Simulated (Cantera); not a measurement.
An adiabatic, constant-pressure homogeneous reactor starts with CH4 : C2H6 : O2 : N2 : H2O = 1 : 0.27 : 1.47 : 5.54 : 1.7 (molar parts), at 1050 K and 3.36 atm.

Model: GRI-Mech 3.0 (53 species, 325 reactions), integrated in Cantera.

One state of this run: T (K) = 1988; x CH4 = 8.43e-10; x C2H6 = <1e-12; x O2 = 4.75e-8; x N2O = 3.15e-10; x H2 = 0.155; x HCN = 3.09e-7. x: mole fraction; the columns are a selection and need not sum to one.

Question: Which value of t (s) does it belong to?
A) 0.152
B) 6.60e-5
C) 0.00206
D) 0.846

Answer: A, 0.152
